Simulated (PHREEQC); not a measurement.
A solution holds 0.1 mol HF, 0.00027 mol CsF, 0.0093 mol (NH4)2SiF6 and 0.17 mol H3PO4 per kg of water, at 25 °C. Closed to the air; pH follows from the charge balance.

Computed with PHREEQC (ion-association model, wateq4f.dat).

Precipitation was switched off in this run.

**Question.** Order these F species by the share of F that they hold, largest first: HF, SiF6-2, H2F2, HF2-, F-.

**Answer.** HF (45 %), SiF6-2 (36 %), H2F2 (17 %), F- (1.2 %), HF2- (0.67 %)

The pH is 1.50 and the ionic strength 0.0660 mol/kgw. wateq4f.dat counts part of the HF as a dimer, H2F2, which phreeqc.dat doesn't know; its constant is uncertain. H3PO4, which wateq4f.dat lacks, is added to it with the constant of phreeqc.dat. SiF6-2 is the database's only silicon fluoride.
